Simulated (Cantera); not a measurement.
An adiabatic, constant-volume homogeneous reactor starts with 6.22 % CH₄, 16.6 % O₂, 62.2 % N₂, 14.9 % H₂O, equivalence ratio 0.75, at 1275 K and 1.00 bar.

Model: GRI-Mech 3.0 (53 species, 325 reactions), integrated in Cantera.

### Question
Predict: time of steepest temperature rise; temperature at 4.00 s; equilibrium temperature; x(O₂) at 4.00 s; x(H₂O) at 4.00 s; x(N₂O) at 4.00 s; x(HO₂) at 4.00 s; x(NO) at 4.00 s.

### Answer
* **time of steepest temperature rise**: 19.1 ms
* **temperature at 4.00 s**: 2539 K
* **equilibrium temperature**: 2539 K
* **x(O₂) at 4.00 s**: 0.0395 (gas-phase equilibrium 0.0395)
* **x(H₂O) at 4.00 s**: 0.255 (gas-phase equilibrium 0.255)
* **x(N₂O) at 4.00 s**: 6.53e-7 (gas-phase equilibrium 6.53e-7)
* **x(HO₂) at 4.00 s**: 8.59e-6 (gas-phase equilibrium 8.59e-6)
* **x(NO) at 4.00 s**: 0.00941 (gas-phase equilibrium 0.00941)
